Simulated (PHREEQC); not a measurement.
Solution (25 °C): 1.55 mol K2CO3, 0.0015 mol Na2B4O7 and 0.0007 mol H4SiO4 per kg of water. Closed to the air; pH follows from the charge balance.

Model: Pitzer model, pitzer.dat, run in PHREEQC.

Task: The ionic strength comes out as 4.64 mol/kgw. What activity coefficients do HCO3-, OH-, K+, CO3-2, H3SiO4- get?

Result: HCO3- 0.49, OH- 1.5, K+ 0.45, CO3-2 0.13, H3SiO4- 0.40. Single-ion values are on the MacInnes scale.

No solid was allowed to form. Species that the database lacks are ignored. In brines, pH and single-ion activities rest on the MacInnes convention.
